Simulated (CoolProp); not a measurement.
A simple Rankine cycle with hexamethyldisiloxane (MM): condensing at 322.15 K, boiler at 0.243 MPa, turbine inlet 422 K, turbine efficiency 0.7, pump efficiency 0.7, no recuperator. Each further row changes one setting.

Model: reference Helmholtz-energy equation of state, Thol 2016, in CoolProp.

```
case                             thermal efficiency (%)  net work (kJ/kg)  heat in (kJ/kg)  turbine exit temperature (K)  volume ratio over the turbine
-------------------------------  ----------------------  ----------------  ---------------  ----------------------------  -----------------------------
as stated                                           9.7              36.8              379                         397.1                           15.0
turbine inlet 442 K                                 9.3              38.9              417                         417.3                           14.8
condensing temperature 314.15 K                    10.5              41.5              395                         394.3                           21.1
boiler pressure 0.17 MPa                            8.5              32.5              382                         401.1                           10.2
turbine efficiency 0.6                              8.3              31.5              379                         400.2                           15.1
```
